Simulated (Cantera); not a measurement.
Charge: 1 mol SiC, 0.49 mol N2O, 230 mol N2, equilibrated at 6.90 bar.

Equilibrium computed with Cantera from the NASA thermochemical tables; the gas is ideal and each condensed phase is pure. Candidate condensed phases: C, Si, SiC, SiO2, Si2N2O, Si3N4; 34 gas species. Mutual solubility and eutectic melting of coexisting phases are not modelled. Equilibrium is a limit: real reactors are often held back by kinetics, nucleation or transport.

log p: log10 of the partial pressure in bar; n: condensed amount in mol.

```tsv
T (°C)	log p N2	log p CO	log p SiO	log p Si	log p SiN	n C(graphite)	n Si2N2O(s)	n Si3N4(s)	n SiC(s)
1275	0.84	-3.42	-7.16	-10.68	-10.23	0.987	0.477	0.0151	0
1325	0.84	-3.07	-6.55	-9.95	-9.59	0.972	0.462	0.0254	0
1375	0.84	-2.75	-5.98	-9.27	-8.99	0.941	0.431	0.0461	0
1425	0.84	-2.45	-5.45	-8.62	-8.42	0.881	(withheld)	0.0859	0
1475	0.84	-2.16	-4.94	-8.02	-7.89	0.771	(withheld)	0.160	0
1525	0.84	-1.89	-4.47	-7.45	-7.38	0.573	(withheld)	0.292	0
1575	0.84	-1.84	-4.21	-6.91	-6.91	0.512	0	0.333	0
1625	0.84	-1.84	-4.03	-6.40	-6.46	0.513	0	0.332	0
1675	0.84	-1.84	-3.80	-5.92	-6.03	0	0	0.160	0.515
1725	0.84	-1.84	-3.53	-5.46	-5.62	0	0	0.157	0.520
1775	0.84	-1.85	-3.27	-5.03	-5.24	0	0	0.151	0.528
1825	0.84	-1.86	-3.03	-4.61	-4.87	0	0	0.142	0.541
```

Question: Some entries are withheld; supply them.

Answer: 
- 1425, n Si2N2O(s): 0.371
- 1475, n Si2N2O(s): 0.260
- 1525, n Si2N2O(s): 0.0620
